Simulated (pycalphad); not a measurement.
Source of the numbers: pycalphad with the COST 507 light-alloy database (1999); pressure 1 atm. The database dates from 1999; later assessments differ in places, in temperatures and in the compounds included. Amounts are mole fractions of atoms.

Task: Give the equilibrium state of C-6.545B (wt.%) at 2627 °C.

Result: 
```
T = 2900.00 K, P = 101325 Pa, N = 1 mol of atoms
G = -91109 J/mol, H = 64762 J/mol, S = 53.75 J/(mol K)  (SER reference)
chemical potentials (J/mol): C -87653, B -135519
phase             fraction       x(C)       x(B)
GRAPHITE            0.9194     0.9800     0.0200
LIQUID              0.0806     0.3319     0.6681
```

Task: Give the equilibrium state of C-6.545B (wt.%) at 2327 °C.

Result: GRAPHITE, fraction 0.935, with 1.9 B wt.%; B4C, fraction 0.065, with 78.7 B wt.%.

Database names, with the compositions (at.%) that they take in these runs: B4C: B 80 C 20.
